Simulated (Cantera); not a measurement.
Cantera with NASA thermochemical tables; ideal gases at 1 bar, condensed phases pure. Values are per mole of reaction as written; species without (g) are pure solids or liquids, kept so even where they would boil at 1 bar.

4 Na(g) + CS2(g) → 2 Na2S + C

```csv
T (K),ΔH° (kJ),ΔS° (J/K),ΔG° (kJ),log10 K
2098,-1089.0,-483.2,-75.1,1.87
2148,-1085.8,-481.8,-51.0,1.24
2198,(withheld),(withheld),(withheld),(withheld)
2248,(withheld),(withheld),(withheld),(withheld)
2298,-1076.3,-477.5,20.9,-0.48
2348,-1073.2,-476.1,44.8,-1.00
2398,(withheld),(withheld),(withheld),(withheld)
2448,-1066.9,-473.5,92.2,-1.97
2498,-1063.7,-472.2,115.9,-2.42
```

Some entries are withheld; supply them.


- 2198, ΔH° (kJ): -1082.7
- 2198, ΔS° (J/K): -480.3
- 2198, ΔG° (kJ): -27.0
- 2198, log10 K: 0.64
- 2248, ΔH° (kJ): -1079.5
- 2248, ΔS° (J/K): -478.9
- 2248, ΔG° (kJ): -3.0
- 2248, log10 K: 0.07
- 2398, ΔH° (kJ): -1070.0
- 2398, ΔS° (J/K): -474.8
- 2398, ΔG° (kJ): 68.5
- 2398, log10 K: -1.49
